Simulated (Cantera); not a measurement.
Charge: 1 mol Si, 1.3 mol Cl2, 9.8 mol H2, equilibrated at 750 K and 4.30 bar.

Method: chemical equilibrium by Gibbs-energy minimisation in Cantera with the NASA 1993 tables (ideal gas, pure condensed phases). Candidate condensed phases: Si; 19 gas species. Rates play no part.

Base state: H2 0.926, SiHCl3 0.0383, SiCl4 0.0324, SiH2Cl2 0.00333, HCl 0.000354, SiH3Cl 6.45e-5 (mole fractions); condensed: Si(s).

### Question
What changes in the equilibrium state with this change: Cl2 from 1.3 to 2.8 mol?

### Answer
```
species       before     after
----------  --------  --------
H2             0.926     0.776
HCl         0.000354     0.138
SiCl4         0.0324    0.0860
SiHCl3        0.0383  0.000218
SiH2Cl2      0.00333   4.08e-8
SiH3Cl       6.45e-5     <1e-9
Si(s), mol     0.234         0
```

### Question
What changes in the equilibrium state with this change: H2 from 9.8 to 0.23 mol?

### Answer
```json
[
 {"species": "SiCl4", "before": "0.0324", "after": "0.646"},
 {"species": "H2", "before": "0.926", "after": "0.188"},
 {"species": "SiHCl3", "before": "0.0383", "after": "0.163"},
 {"species": "SiCl3", "before": "4.53e-6", "after": "4.28e-5"},
 {"species": "SiH3Cl", "before": "6.45e-5", "after": "1.25e-5"},
 {"species": "SiH2Cl2", "before": "0.00333", "after": "0.00302"},
 {"species": "HCl", "before": "0.000354", "after": "0.000337"},
 {"species": "Si(s), mol", "before": "0.234", "after": "0.314"}
]
```
The tables' values for SiCl3 are old estimates; treat these amounts as uncertain.
